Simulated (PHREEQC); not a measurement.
Dissolve 0.0035 mol Al2(SO4)3 and 0.091 mol NiCl2 per kg of water at 60 °C. Closed to the air; pH follows from the charge balance.

Computed with PHREEQC (ion-association model, wateq4f.dat).

This is a speciation only: nothing precipitates in the calculation.

Task: Estimate the pH, ionic strength.

Result: pH 3.50; ionic strength 0.269 mol/kgw.

Task: In which forms is S present?

Result: NiSO4 41 %, SO4-2 34 %, AlSO4+ 23 %, Al(SO4)2- 1.5 %, HSO4- 0.9 % of the S.

Saturation is exceeded, for instance for Boehmite (slow to form), Gibbsite (slow to form); the values hold only as long as no solid forms. At this temperature some constants are extrapolated from 25 °C, and those without enthalpy data are left unchanged.
